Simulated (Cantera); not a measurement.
**Carbon deposition, reforming and gasification: C₂H₅OH + H₂**

A closed system holds: 1 mol C₂H₅OH, 65 mol H₂, at 0.00110 bar.

These are equilibrium values from Cantera (NASA tables, ideal gas, pure condensed phases), not measurements of a reactor. Candidate condensed phases: C, C₆H₆, C₇H₈, C₈H₁₈, H₂O; 110 gas species. Kinetics and transport are ignored.

```csv
T (°C),x H₂,x CH₄,x CO,x H₂O,x CO₂,x H,x C₂H₂ (acetylene),n C(graphite)
400,0.970,0.0158,0.00633,0.00734,0.000586,<1e-12,<1e-12,0.469
475,0.982,0.00352,0.0130,0.00135,0.000111,8.60e-12,<1e-12,0.859
550,0.985,0.000995,0.0143,0.000205,1.07e-5,2.19e-10,3.29e-12,0.946
625,0.985,0.000342,0.0145,3.96e-5,1.35e-6,3.27e-9,5.18e-11,0.979
700,0.985,0.000137,0.0145,9.77e-6,2.31e-7,3.24e-8,5.31e-10,0.991
775,0.985,6.24e-5,0.0145,2.94e-6,5.12e-8,2.31e-7,3.88e-9,0.996
850,0.985,3.14e-5,0.0145,1.04e-6,1.39e-8,1.27e-6,2.17e-8,0.998
925,0.985,1.71e-5,0.0145,4.17e-7,4.49e-9,5.69e-6,9.75e-8,0.999
1000,0.985,1.00e-5,0.0145,1.87e-7,1.66e-9,2.13e-5,3.66e-7,0.999
1075,0.985,6.23e-6,0.0145,9.16e-8,6.89e-10,6.92e-5,1.19e-6,0.999
```
x: gas mole fraction; n: condensed amount in mol.

From 400 °C to 1075 °C the condensed part is C(graphite). The main C-bearing gas is CH₄ at 400 °C and CO at 1075 °C.
